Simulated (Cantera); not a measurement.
Equilibrium for silicon epitaxy and polysilicon growth: Si2Cl6 + N2

Feed: 1 mol Si2Cl6, 32 mol N2, equilibrated at 2.80 mbar.

Equilibrium computed with Cantera from the NASA thermochemical tables; the gas is ideal and each condensed phase is pure. Candidate condensed phases: Si, Si3N4; 13 gas species. The feed counts by its element totals alone. N2 is the only nitrogen source here; it is nearly inert below about 1500 K, so the nitride shown seldom forms there in practice. The tables' values for SiCl3 are old estimates; treat these amounts as uncertain. Equilibrium is a limit: real reactors are often held back by kinetics, nucleation or transport.

```csv
T (°C),log p N2,log p SiCl4,log p SiCl2,log p SiCl3,log p Cl,log p Cl2,n Si3N4(s)
800,-2.57,-3.90,-6.79,-5.95,-9.14,-12.35,0.165
850,-2.57,-3.91,-6.19,-5.59,-8.65,-11.90,0.163
900,-2.57,-3.92,-5.63,-5.27,-8.20,-11.50,0.157
950,-2.57,-3.94,-5.14,-4.99,-7.79,-11.14,0.142
1000,-2.58,-3.99,-4.69,-4.75,-7.42,-10.82,0.109
1050,-2.58,-4.10,-4.31,-4.57,-7.10,-10.55,0.0425
1100,-2.58,-4.18,-4.17,-4.51,-6.68,-10.08,0
1150,-2.58,-4.18,-4.18,-4.48,-6.19,-9.44,0
1200,-2.58,-4.19,-4.18,-4.46,-5.74,-8.84,0
1250,-2.58,-4.21,-4.18,-4.43,-5.32,-8.30,0
1300,-2.58,-4.24,-4.16,-4.41,-4.94,-7.83,0
1350,-2.58,-4.30,-4.13,-4.40,-4.61,-7.43,0
```
log p: log10 of the partial pressure in bar; n: condensed amount in mol.

From 800 °C to 1050 °C the condensed part is Si3N4(s). From 1100 °C to 1350 °C nothing is condensed. The main Si-bearing gas is SiCl4 at 800 °C and SiCl2 at 1350 °C.
